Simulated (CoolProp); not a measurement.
Vapour-liquid equilibrium of R1234ze(E) (1) + n-pentane (2) at 0.0972 MPa; x and y are mole fractions of (1).

Values from CoolProp's multi-fluid Helmholtz-energy mixture model, Thol 2016 and Thol 2019; pair parameters Bell 2016.

Q: Give the bubble temperature and the first vapour's composition at x = 0.35, 0.425, 0.5. Is there an azeotrope?

A: x = 0.35: 261.1 K, y = 0.890; x = 0.425: 259.3 K, y = 0.904; x = 0.5: 258.2 K, y = 0.913. No azeotrope shows between x = 0.05 and 0.95.

Pair parameters are fitted to limited data, so mixtures are less certain than the pure fluids. With so large a gap from Raoult's law the liquid may split in two, which this calculation doesn't test in full.
